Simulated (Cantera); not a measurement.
Input (Python, Cantera) and output of one run.

```python
import numpy as np
import cantera as ct

gas_names = [...]  # 97 gases of nasa_gas.yaml made of Al, C, H, N
cond_names = """
    AL(cr) AL(L) ALN(s) C(gr) C6H6(L) C7H8(L) C8H18(L),n-octa
""".split()


# ... load() reads the species with a 1 bar reference pressure and builds the phases ...
atoms = {
    'Al(CH3)3': {'AL': 1, 'C': 3, 'H': 9},
    'NH3': {'N': 1, 'H': 3},
    'N2': {'N': 2},
}
top_T = {'ALN(s)': 2750, 'C(gr)': 4500}  # K; cautious upper limits of use, not melting points


# ... equilibrate(T, P, feed) seeds the gas with the atoms and calls Mixture.equilibrate('TP', solver="vcs", rtol=1e-11, max_steps=5000) ...
results = []
feed = {'Al(CH3)3': 1, 'NH3': 0.68, 'N2': 5.8}  # mol
T = 1200  # K
P = 42000  # Pa
mix = equilibrate(T, P, feed)
results.append((T, P, feed, dict(zip(mix.species_names, mix.species_moles))))
x = sorted(zip(gas.X, gas.species_names), reverse=True)
print(f"T = {T:g} K  P = {P:g} Pa  gas = {mix.phase_moles(0):.4g} mol")
print("   x: " + "  ".join(f"{s} {v:.3e}" for v, s in x if v > 0.0001))
print("   condensed (mol): " + ("  ".join(f"{mix.phase(i).name} {mix.phase_moles(i):.4g}"
      for i in range(1, mix.n_phases) if mix.phase_moles(i) > 1e-12) or "none"))
```

Result:

```
T = 1200 K  P = 42000 Pa  gas = 11.14 mol
   x: N2 5.062e-01  H2 4.922e-01  CH4 1.607e-03
   condensed (mol): ALN(s) 1  C(gr) 2.982
```

Equilibrium computed with Cantera from the NASA thermochemical tables; the gas is ideal and each condensed phase is pure. The feed counts by its element totals alone.
